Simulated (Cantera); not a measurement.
A perfectly stirred reactor is fed with H2 : O2 : N2 = 1 : 0.455 : 1.71 (molar parts), at 0.355 atm; it is adiabatic with a 400 K inlet, and is followed from long to short residence time, starting on the burning branch (τ in s: 0.17, 0.069, 0.027, 0.011, 0.0043, 0.0017, 0.00068, 0.00027, 0.00011, 4.2e-05, 1.7e-05, 6.7e-06).

Cantera simulation using the H2/O2 subset of GRI-Mech 3.0, which has no nitrogen chemistry; the numbers are that mechanism's predictions, not measurements.

x: mole fraction; the columns are a selection and need not sum to one.

| τ (s) | T (K) | x H2 | x O2 | x H | x H2O2 | x OH | x O |
|---|---|---|---|---|---|---|---|
| 0.17 | 2398 | 0.0413 | 0.00312 | 0.00658 | 6.09e-8 | 0.00919 | 0.000980 |
| 0.069 | 2377 | 0.0426 | 0.00373 | 0.00765 | 6.49e-8 | 0.0100 | 0.00121 |
| 0.027 | 2330 | 0.0451 | 0.00503 | 0.0101 | 7.24e-8 | 0.0115 | 0.00174 |
| 0.011 | 2252 | 0.0489 | 0.00718 | 0.0146 | 8.72e-8 | 0.0133 | 0.00275 |
| 0.0043 | 2130 | 0.0536 | [?] | [?] | [?] | 0.0150 | [?] |
| 0.0017 | 1974 | 0.0577 | [?] | [?] | [?] | 0.0154 | [?] |
| 0.00068 | 1796 | 0.0602 | 0.0188 | 0.0498 | 4.49e-7 | 0.0141 | 0.00927 |
| 0.00027 | 1602 | 0.0618 | 0.0240 | 0.0676 | 1.01e-6 | 0.0113 | 0.0111 |
| 0.00011 | 1405 | 0.0694 | 0.0325 | 0.0821 | 1.79e-6 | 0.00775 | 0.0112 |
| 4.2e-5 | 400 | 0.316 | 0.144 | <1e-12 | <1e-12 | <1e-12 | <1e-12 |
| 1.7e-5 | 400 | 0.316 | 0.144 | <1e-12 | <1e-12 | <1e-12 | <1e-12 |
| 6.7e-6 | 400 | 0.316 | 0.144 | <1e-12 | <1e-12 | <1e-12 | <1e-12 |

### Question
Complete the blanks.

### Answer

- 0.0043, x O2: 0.0104
- 0.0043, x H: 0.0226
- 0.0043, x H2O2: 1.24e-7
- 0.0043, x O: 0.00450
- 0.0017, x O2: 0.0144
- 0.0017, x H: 0.0344
- 0.0017, x H2O2: 2.17e-7
- 0.0017, x O: 0.00682
